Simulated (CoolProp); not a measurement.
Vapour-liquid equilibrium of carbon dioxide (1) + R125 (2) at 228.4 K; x and y are mole fractions of (1).

Computed with CoolProp (multi-fluid Helmholtz-energy mixture model, Span 1996 and Lemmon 2005; pair parameters Bell 2016).

```tsv
x	bubble pressure, mixture model (bar)	bubble pressure, Raoult's law (bar)	y, mixture model	y, Raoult's law
0.05	1.681	1.551	0.314	0.271
0.2	3.083	2.632	0.668	0.638
0.35	4.306	3.713	0.794	0.792
0.5	5.344	4.795	0.860	0.876
0.65	6.261	5.876	0.906	0.929
0.8	7.141	6.957	0.945	0.966
0.95	8.068	8.039	0.985	0.993
```

The largest gap from Raoult's law is +17.1 % in bubble pressure, at x = 0.2. No azeotrope shows between x = 0.05 and 0.95.

Pair parameters are fitted to limited data, so mixtures are less certain than the pure fluids.
